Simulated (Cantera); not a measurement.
An isothermal, constant-pressure homogeneous reactor starts with N2O = 1 (molar parts), at 1425 K and 760 Torr. Integrator tolerance rtol = 1e-08.

Computed with Cantera and GRI-Mech 3.0 (53 species, 325 reactions). GRI-Mech 3.0 was tuned for natural gas; its chemistry of N2O as a main component is partial and can be far from experiment. The temperature is held fixed by assumption; the heat of reaction is taken as removed at once.

Question: What does this change do: pressure from 760 Torr to 11.3 Torr?

Answer: 
```tsv
quantity	before	after
x(N2O) at 50.0 s	3.46e-6 (gas-phase equilibrium 5.63e-8)	8.77e-6 (gas-phase equilibrium 6.85e-9)
x(NO2) at 50.0 s	0.000830 (gas-phase equilibrium 8.33e-6)	0.000127 (gas-phase equilibrium 1.01e-6)
x(N2) at 50.0 s	0.614 (gas-phase equilibrium 0.666)	0.598 (gas-phase equilibrium 0.666)
x(O) at 50.0 s	7.36e-7 (gas-phase equilibrium 8.00e-7)	5.94e-6 (gas-phase equilibrium 6.58e-6)
x(NO) at 50.0 s	0.105 (gas-phase equilibrium 0.000968)	0.138 (gas-phase equilibrium 0.000968)
```
Radical loss at walls, strong at low pressure, is not modelled.
